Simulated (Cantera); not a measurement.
What does this Cantera script print?

```python
import numpy as np
import cantera as ct

gas_names = """
    Ca CaCL CaCL2 CaO CaOH CaO2H2 Ca2 CL CLO CL2 H HCL HOCL HO2 H2 H2O H2O2 O OH O2 O3
""".split()
cond_names = """
    Ca(a) Ca(b) Ca(L) CaCL2(s) CaCL2(L) CaO(s) CaO(L) CaO2H2(s) H2O(s) H2O(L)
""".split()


# ... load() reads the species with a 1 bar reference pressure and builds the phases ...
atoms = {
    'CaO': {'Ca': 1, 'O': 1},
    'HCl': {'H': 1, 'CL': 1},
}
top_T = {}  # K; cautious upper limits of use, not melting points


# ... equilibrate(T, P, feed) seeds the gas with the atoms and calls Mixture.equilibrate('TP', solver="vcs", rtol=1e-11, max_steps=5000) ...
results = []
feed = {'CaO': 1, 'HCl': 16}  # mol
P = 35  # Pa
for T in [1475, 1525, 1575, 1625, 1675, 1725, 1775, 1825, 1875]:
    mix = equilibrate(T, P, feed)
    results.append((T, P, feed, dict(zip(mix.species_names, mix.species_moles))))

top = {s: max(r[3][s] / sum(r[3][g] for g in gas_names) for r in results) for s in gas_names}
cols = sorted((s for s in top if top[s] > 1e-05), key=lambda s: -top[s])[:6]
seen = [c for c in cond_names if any(r[3].get(c, 0) > 1e-12 for r in results)]
print("log10 of partial pressures in bar; condensed amounts in mol")
print(f"{'T/K':>10s}" + "".join(f"{s[:9]:>10s}" for s in cols + seen))
for T, P, feed, n in results:
    ng = sum(n[g] for g in gas_names)
    print(f"{T:10.4g}" + "".join(f"{np.log10(max(n[s] / ng * P / 1e5, 1e-99)):10.3f}" for s in cols)
          + "".join(f"{n.get(c, 0):10.4g}" for c in seen))
```

Result:

```
log10 of partial pressures in bar; condensed amounts in mol
       T/K       HCL        CL     CaCL2       H2O        H2         H
      1475    -3.520    -5.565    -4.662    -4.662    -5.866    -7.820
      1525    -3.522    -5.395    -4.663    -4.663    -5.698    -7.475
      1575    -3.526    -5.237    -4.664    -4.664    -5.541    -7.152
      1625    -3.531    -5.089    -4.665    -4.666    -5.395    -6.849
      1675    -3.538    -4.951    -4.667    -4.668    -5.259    -6.565
      1725    -3.546    -4.822    -4.670    -4.672    -5.134    -6.298
      1775    -3.557    -4.701    -4.673    -4.676    -5.018    -6.047
      1825    -3.571    -4.589    -4.678    -4.682    -4.912    -5.812
      1875    -3.589    -4.485    -4.683    -4.690    -4.816    -5.591
```

These are equilibrium values from Cantera (NASA tables, ideal gas, pure condensed phases), not measurements of a reactor.
